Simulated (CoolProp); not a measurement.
Vapour-liquid equilibrium of cyclohexane (1) + p-xylene (2) at 337.5 K; x and y are mole fractions of (1).

Model: multi-fluid Helmholtz-energy mixture model, Zhou 2014 and Zhou 2012; pair parameters Bell 2016, in CoolProp.

### Question
Give the bubble pressure and the first vapour's composition at x = 0.5, 0.8, 0.95. Is there an azeotrope?

### Answer
x = 0.5: 0.3765 bar, y = 0.877; x = 0.8: 0.5101 bar, y = 0.957; x = 0.95: 0.5785 bar, y = 0.989. No azeotrope shows between x = 0.05 and 0.95.

Pair parameters are fitted to limited data, so mixtures are less certain than the pure fluids.
